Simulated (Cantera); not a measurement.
**Cu + HF + H2 (aluminium and copper etching)**

Input: 1 mol Cu, 1.5 mol HF, 4.5 mol H2.

Cantera equilibrium calculation (NASA polynomials, part measured and part estimated; ideal gas, pure solids and liquids). Candidate condensed phases: Cu, CuF2; 15 gas species. Kinetics and transport are ignored.

Stable condensed phases:

```
T in K \ P in Pa
              1    3.6     13     46    170    600   2200   7700  28000 100000
   1523       A      A      B      B      B      B      B      B      B      B
   1448       A      B      B      B      B      B      B      B      B      B
   1373       B      B      B      B      B      B      B      B      B      B
   1298       B      B      B      B      B      B      B      B      B      B
   1223       B      B      B      B      B      B      B      B      B      B
   1148       B      B      B      B      B      B      B      B      B      B
   1073       B      B      B      B      B      B      B      B      B      B
    998       B      B      B      B      B      B      B      B      B      B
    923       B      B      B      B      B      B      B      B      B      B
    848       B      B      B      B      B      B      B      B      B      B
    773       B      B      B      B      B      B      B      B      B      B
    698       B      B      B      B      B      B      B      B      B      B
    623       B      B      B      B      B      B      B      B      B      B
```

A: gas only; B: Cu.
